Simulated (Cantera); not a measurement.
Charge: 1 mol Si3N4, 15 mol H2O, 74 mol N2, at 0.0390 Torr.

Method: chemical equilibrium by Gibbs-energy minimisation in Cantera with the NASA 1993 tables (ideal gas, pure condensed phases). Candidate condensed phases: H2O, Si, SiO2, Si2N2O, Si3N4; 35 gas species. The numbers say what is thermodynamically allowed, not how fast it happens.

Q: At 825 °C, list the 3 most abundant gas species with their mole fractions, and the condensed phases.

A: N2 0.835, H2O 0.0989, H2 0.0659. Condensed: SiO2(β-quartz).
